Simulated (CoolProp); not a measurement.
Nitrous oxide along the isotherm 315.3 K: fugacity coefficient from the reference equation and from simpler models built on Tc = 309.5 K, pc = 7.245 MPa, ω = 0.161; each cubic takes its own stable root.

Computed with CoolProp (reference Helmholtz-energy equation of state, Lemmon 2006). It is a short technical equation, of lower accuracy than the large ones.

```tsv
p (MPa)	phase	reference
3.02	gas	0.8672
6.04	gas	0.7376
9.06	supercritical	0.5916
12.1	supercritical	0.4771
15.1	supercritical	0.4086
18.1	supercritical	0.3632
21.1	supercritical	0.3312
24.1	supercritical	0.3077
27.2	supercritical	0.2895
30.2	supercritical	0.2761
33.2	supercritical	0.2656
36.2	supercritical	0.2574
```

Problem. How far does each simpler model (Redlich-Kwong, Peng-Robinson) lie from the reference over these 12 states: mean and median of the absolute difference, and the worst?

Solution. 
- Redlich-Kwong: mean 4.0 %, median 4.5 %, worst +7.4 % at 315.3 K and 36.2 MPa
- Peng-Robinson: mean 1.7 %, median 1.6 %, worst -2.3 % at 315.3 K and 6.04 MPa
